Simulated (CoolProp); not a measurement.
C2F6 (R116) at 230.75 K and 0.939 MPa flows at 0.086 m/s in a round tube of 20 mm bore and 1.5 µm roughness, fully developed (64/Re and Nu = 3.66 if laminar; Colebrook and Gnielinski if turbulent). Each further row changes one setting.

Model: reference Helmholtz-energy equation of state, Lemmon 2006, in CoolProp. It is a short technical equation, of lower accuracy than the large ones.

```json
[
 {"case": "as stated", "Reynolds number": "10600", "Darcy friction factor": "0.0305", "pressure drop (Pa/m)": "8.10", "heat-transfer coefficient (W/(m² K))": "207", "mass flow (kg/h)": "140"},
 {"case": "velocity 0.172 m/s", "Reynolds number": "21200", "Darcy friction factor": "0.0257", "pressure drop (Pa/m)": "___", "heat-transfer coefficient (W/(m² K))": "___", "mass flow (kg/h)": "279"},
 {"case": "diameter 40 mm", "Reynolds number": "21200", "Darcy friction factor": "0.0256", "pressure drop (Pa/m)": "___", "heat-transfer coefficient (W/(m² K))": "191", "mass flow (kg/h)": "559"}
]
```

### Question
Complete the blanks.

### Answer

- velocity 0.172 m/s, pressure drop (Pa/m): 27.3
- velocity 0.172 m/s, heat-transfer coefficient (W/(m² K)): 383
- diameter 40 mm, pressure drop (Pa/m): 3.40

Viscosity comes from a separate model (Huber 2003), an estimate that may be off by 10 % or more. Thermal conductivity comes from a separate model (Huber 2003), an estimate that may be off by 10 % or more.
